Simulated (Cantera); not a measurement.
## Adiabatic ignition

An adiabatic, constant-volume homogeneous reactor starts with 9.83 % CH₄, 0.816 % C₂H₆, 18.8 % O₂, 70.6 % N₂, equivalence ratio 1.2, at 1073 K and 9.87 atm.

Model: GRI-Mech 3.0 (53 species, 325 reactions), integrated in Cantera.

```tsv
t (s)	T (K)	P (bar)	x CH₄	x C₂H₆	x O₂	x H₂O	x OH	x CH₂CO	x NO
3.00e-6	1073	10.0	0.0983	0.00816	0.188	1.76e-11	<1e-12	<1e-12	<1e-12
1.02e-5	1073	10.0	0.0983	0.00816	0.188	2.01e-10	1.66e-12	<1e-12	<1e-12
3.44e-5	1073	10.0	0.0983	0.00816	0.188	2.25e-9	5.43e-12	<1e-12	<1e-12
0.000116	1073	10.0	0.0983	0.00816	0.188	2.49e-8	1.80e-11	<1e-12	<1e-12
0.000393	1073	10.0	0.0983	0.00816	0.188	3.47e-7	9.07e-11	1.26e-12	<1e-12
0.00133	1073	10.0	0.0983	0.00815	0.188	1.38e-5	1.65e-9	4.44e-10	<1e-12
0.00451	1087	10.1	0.0968	0.00761	0.186	0.00191	8.74e-8	1.98e-6	<1e-12
0.0152	2978	29.3	3.31e-12	<1e-12	0.00256	0.176	0.00960	<1e-12	0.00474
0.0516	2978	29.3	3.31e-12	<1e-12	0.00256	0.176	0.00960	<1e-12	0.00474
0.175	2978	29.3	3.31e-12	<1e-12	0.00256	0.176	0.00960	<1e-12	0.00474
0.591	2978	29.3	3.31e-12	<1e-12	0.00256	0.176	0.00960	<1e-12	0.00474
2.00	2978	29.3	3.31e-12	<1e-12	0.00256	0.176	0.00960	<1e-12	0.00474
```
x: mole fraction; the columns are a selection and need not sum to one.

The time of steepest temperature rise is 5.69 ms and the temperature at 2.00 s is 2978 K. The equilibrium temperature is 2978 K, the x(CH₄) at 2.00 s comes out as 3.31e-12 (gas-phase equilibrium 3.89e-12) and the x(C₂H₆) at 2.00 s is <1e-12 (gas-phase equilibrium <1e-12). The x(O₂) at 2.00 s is 0.00256 (gas-phase equilibrium 0.00256).
